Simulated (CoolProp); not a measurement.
Vapour-liquid equilibrium of hexamethyldisiloxane (MM) (1) + toluene (2) at 335.4 K; x and y are mole fractions of (1).

Computed with CoolProp (multi-fluid Helmholtz-energy mixture model, Thol 2016 and Lemmon 2006; pair parameters Bell 2016).

| x | bubble pressure (kPa) | y at the bubble point | dew pressure at overall composition x (kPa) | liquid density (mol/L) |
|---|---|---|---|---|
| 0.05 | 21.06 | 0.086 | 20.72 | 8.594 |
| 0.15 | 22.56 | 0.232 | 21.70 | 7.904 |
| 0.25 | 23.87 | 0.354 | 22.74 | 7.299 |
| 0.35 | 25.00 | 0.456 | 23.83 | 6.764 |
| 0.45 | 25.97 | 0.547 | 24.93 | 6.290 |
| 0.55 | 26.77 | 0.629 | 26.00 | 5.866 |
| 0.65 | 27.43 | 0.706 | 26.97 | 5.487 |
| 0.75 | 27.94 | 0.783 | 27.74 | 5.146 |
| 0.85 | 28.31 | 0.864 | 28.26 | 4.838 |
| 0.95 | 28.50 | 0.952 | 28.50 | 4.559 |

No azeotrope shows between x = 0.05 and 0.95.

Pair parameters are fitted to limited data, so mixtures are less certain than the pure fluids.
